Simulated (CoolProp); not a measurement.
Vapour-liquid equilibrium of n-pentane (1) + toluene (2) at 553 kPa; x and y are mole fractions of (1).

Computed with CoolProp (multi-fluid Helmholtz-energy mixture model, Thol 2019 and Lemmon 2006; pair parameters Bell 2016).

```json
[
 {"x": "0.05", "bubble temperature (K)": "445.8", "y at the bubble point": "0.208", "dew temperature at overall composition x (K)": "454.2", "liquid density (mol/L)": "7.651"},
 {"x": "0.2", "bubble temperature (K)": "421.3", "y at the bubble point": "0.576", "dew temperature at overall composition x (K)": "446.3", "liquid density (mol/L)": "7.789"},
 {"x": "0.35", "bubble temperature (K)": "405.3", "y at the bubble point": "0.748", "dew temperature at overall composition x (K)": "437.4", "liquid density (mol/L)": "7.821"},
 {"x": "0.5", "bubble temperature (K)": "394.1", "y at the bubble point": "0.842", "dew temperature at overall composition x (K)": "427.2", "liquid density (mol/L)": "7.792"},
 {"x": "0.65", "bubble temperature (K)": "385.6", "y at the bubble point": "0.904", "dew temperature at overall composition x (K)": "414.9", "liquid density (mol/L)": "7.726"},
 {"x": "0.8", "bubble temperature (K)": "378.5", "y at the bubble point": "0.950", "dew temperature at overall composition x (K)": "399.4", "liquid density (mol/L)": "7.638"},
 {"x": "0.95", "bubble temperature (K)": "372.1", "y at the bubble point": "0.988", "dew temperature at overall composition x (K)": "378.4", "liquid density (mol/L)": "7.535"}
]
```

No azeotrope shows between x = 0.05 and 0.95.

The pair parameters rest on a limited set of measurements; away from them the model extrapolates.
